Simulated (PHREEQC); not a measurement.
A solution holds 0.17 mol/kgw H2SO4 and 0.076 mol/kgw FeCl3, at 25 °C. Closed to the air; pH follows from the charge balance.

Equilibrium calculation in PHREEQC: ion-association model, phreeqc.dat.

This is a speciation only: nothing precipitates in the calculation.

Question: Order these Cl species by the share of Cl that they hold, largest first: FeCl+2, FeCl2+, Cl-.

Answer: Cl- (95 %), FeCl+2 (3.7 %), FeCl2+ (1.6 %)

Question: Order these Fe species by the share of Fe that they hold, largest first: FeCl+2, FeSO4+, FeHSO4+2, Fe+3, Fe(SO4)2-.

Answer: FeHSO4+2 (41 %), FeSO4+ (37 %), FeCl+2 (11 %), Fe+3 (6.1 %), Fe(SO4)2- (3.0 %)

The pH is 0.77 and the ionic strength 0.414 mol/kgw. Examples of supersaturated solids here: Hematite (slow to form). Others may be too. Species that the database lacks are ignored.
